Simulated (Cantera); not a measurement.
Feed: 1 mol SiCl4, 4.1 mol HCl, 1.9 mol H2, held at 105 Torr.

Method: chemical equilibrium by Gibbs-energy minimisation in Cantera with the NASA 1993 tables (ideal gas, pure condensed phases). Candidate condensed phases: Si; 19 gas species. The tables' values for SiCl3 are old estimates; treat these amounts as uncertain. The numbers say what is thermodynamically allowed, not how fast it happens.

x: gas mole fraction; nothing condenses.

| T (K) | x HCl | x H2 | x SiCl4 | x SiCl3 | x SiCl2 | x SiHCl3 | x SiH2Cl2 |
|---|---|---|---|---|---|---|---|
| 500 | 0.586 | 0.271 | 0.143 | <1e-12 | <1e-12 | 1.05e-7 | <1e-12 |
| 600 | 0.586 | 0.271 | 0.143 | 2.96e-11 | <1e-12 | 1.82e-6 | 1.16e-12 |
| 700 | 0.586 | 0.271 | 0.143 | 4.78e-9 | <1e-12 | (withheld) | (withheld) |
| 800 | 0.586 | 0.271 | 0.143 | 2.12e-7 | 3.51e-11 | 5.98e-5 | 2.02e-9 |
| 900 | 0.586 | 0.271 | 0.143 | 4.00e-6 | 5.36e-9 | 0.000188 | 2.34e-8 |
| 1000 | 0.586 | 0.271 | 0.142 | 4.14e-5 | 2.92e-7 | 0.000464 | 1.63e-7 |
| 1100 | 0.587 | 0.270 | 0.142 | 0.000276 | 7.51e-6 | 0.000962 | 7.83e-7 |
| 1200 | 0.589 | 0.269 | 0.140 | 0.00132 | 0.000109 | 0.00173 | 2.82e-6 |
| 1300 | 0.593 | 0.264 | 0.134 | 0.00471 | (withheld) | (withheld) | (withheld) |
| 1400 | 0.606 | 0.253 | 0.119 | 0.0125 | 0.00559 | 0.00353 | 1.57e-5 |

Q: Some entries are withheld; supply them.

A: 
- 700, x SiHCl3: 1.35e-5
- 700, x SiH2Cl2: 8.43e-11
- 1300, x SiCl2: 0.000984
- 1300, x SiHCl3: 0.00272
- 1300, x SiH2Cl2: 7.80e-6
